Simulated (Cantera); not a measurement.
# Low-pressure radical oxidation in H2/O2

A perfectly stirred reactor is fed with 0.880 % H2, 58.7 % O2, 40.5 % N2, equivalence ratio 0.0075, at 6.00 Torr; it is held at 1275 K, and followed from long to short residence time.

Computed with Cantera and the H2/O2 subset of GRI-Mech 3.0, which has no nitrogen chemistry. Radical loss at walls, strong at low pressure, is not modelled.

```csv
τ (s),x H2,x O2,x H2O2,x OH,x HO2,x H,x H2O
29,7.99e-6,0.584,3.78e-9,0.000253,9.58e-8,1.13e-5,0.00869
11,1.41e-5,0.584,4.92e-9,0.000341,1.37e-7,2.78e-5,0.00863
4.1,2.48e-5,0.583,6.08e-9,0.000453,1.87e-7,6.50e-5,0.00854
1.5,4.28e-5,0.582,7.14e-9,0.000584,2.42e-7,0.000138,0.00842
0.58,7.09e-5,0.581,8.02e-9,0.000709,2.91e-7,0.000241,0.00827
0.22,0.000123,0.580,9.00e-9,0.000829,3.34e-7,0.000357,0.00809
0.083,0.000237,0.579,1.06e-8,0.000960,3.74e-7,0.000463,0.00785
0.031,0.000507,0.579,1.38e-8,0.00114,4.23e-7,0.000563,0.00744
0.012,0.00111,0.580,1.86e-8,0.00138,4.74e-7,0.000641,0.00668
0.0044,0.00253,0.581,2.33e-8,0.00155,5.08e-7,0.000621,0.00518
```
x: mole fraction; the columns are a selection and need not sum to one.
